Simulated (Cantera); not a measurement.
An isothermal, constant-pressure homogeneous reactor starts with 41.3 % CH4, 41.3 % CO2, 17.4 % H2, at 2100 K and 220000 Pa.

Cantera simulation using GRI-Mech 3.0 (53 species, 325 reactions); the numbers are that mechanism's predictions, not measurements.

x: mole fraction; the columns are a selection and need not sum to one.

```tsv
t (s)	x CH4	x CO2	x H2	x CO	x H2O	x CH2CO	x OH
0.000500	0.0180	0.0492	0.337	0.273	0.203	0.000173	(withheld)
0.00107	0.0133	0.0321	0.364	0.311	0.179	0.000128	(withheld)
0.00229	0.0109	0.0240	0.406	0.345	0.137	7.35e-5	(withheld)
0.00489	0.00819	0.0163	0.449	0.379	0.0943	3.52e-5	(withheld)
0.0105	0.00548	0.00996	0.486	0.407	0.0583	1.44e-5	(withheld)
0.0224	0.00330	0.00557	0.512	0.427	0.0329	5.30e-6	(withheld)
0.0478	0.00185	0.00291	0.528	0.439	0.0172	1.91e-6	(withheld)
0.102	0.000998	0.00145	0.537	0.446	0.00861	7.32e-7	(withheld)
0.219	0.000542	0.000701	0.542	0.449	0.00417	3.19e-7	(withheld)
0.468	0.000306	0.000333	0.544	0.451	0.00199	1.60e-7	(withheld)
1.00	0.000183	0.000158	0.545	0.451	0.000941	9.04e-8	(withheld)
```

Question: Some entries are withheld; supply them.

Answer: 
- 0.000500, x OH: 9.11e-5
- 0.00107, x OH: 7.80e-5
- 0.00229, x OH: 5.57e-5
- 0.00489, x OH: 3.60e-5
- 0.0105, x OH: 2.12e-5
- 0.0224, x OH: 1.16e-5
- 0.0478, x OH: 5.98e-6
- 0.102, x OH: 2.96e-6
- 0.219, x OH: 1.43e-6
- 0.468, x OH: 6.77e-7
- 1.00, x OH: 3.21e-7
